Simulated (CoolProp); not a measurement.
Values from CoolProp's reference Helmholtz-energy equation of state, Span 1996.

Problem. For carbon dioxide, give the phase and the cv (kJ/(kg K)), speed of sound (m/s), conductivity (mW/(m K)), Prandtl number at 60.65 °C and 148 kPa.

Solution. 
- 60.65 °C and 148 kPa: gas; cv 0.693, speed of sound 283, conductivity 19.4, Prandtl number 0.758

Viscosity comes from a separate model (Laesecke 2017). Thermal conductivity comes from a separate model (Huber 2016).
